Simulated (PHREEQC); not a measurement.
0.02 g of hydrous ferric oxide (600 m²/g; 0.2 weak and 0.005 strong sites per Fe, Dzombak-Morel constants, diffuse double layer) in 1 kg of water with 0.1 mol/kgw of an inert sodium salt and 5e-07 mol/kgw NaF, at 25 °C; the pH is set by adding NaOH or the inert anion's acid. Oxygen alone is held at its pressure in air (log pO2 = -0.68). The system is closed to CO2. Nothing may precipitate in this run.

Computed with PHREEQC (ion-association model, wateq4f.dat).

| pH | F sorbed (%) | surface charge σ (C/m²) | surface potential ψ (mV) |
|---|---|---|---|
| 4 | 19.8 | 0.320 | 146 |
| 4.5 | 16.9 | … | 138 |
| 5 | 12.2 | 0.214 | 126 |
| 5.5 | 7.6 | 0.159 | 111 |
| 6 | … | 0.111 | 93 |
| 6.5 | … | 0.074 | 74 |
| 7 | 0.9 | 0.045 | 52 |
| 7.5 | … | 0.022 | 29 |
| 8 | 0.1 | 0.004 | 5 |
| 8.5 | 0.1 | -0.014 | -19 |
| 9 | 0.0 | -0.034 | -42 |
| 9.5 | 0.0 | -0.060 | -65 |
| 10 | 0.0 | -0.094 | -85 |

Question: Fill in the missing entries.

Answer: 
- 4.5, surface charge σ (C/m²): 0.272
- 6, F sorbed (%): 4.1
- 6.5, F sorbed (%): 2.0
- 7.5, F sorbed (%): 0.4

Species that the database lacks are ignored.
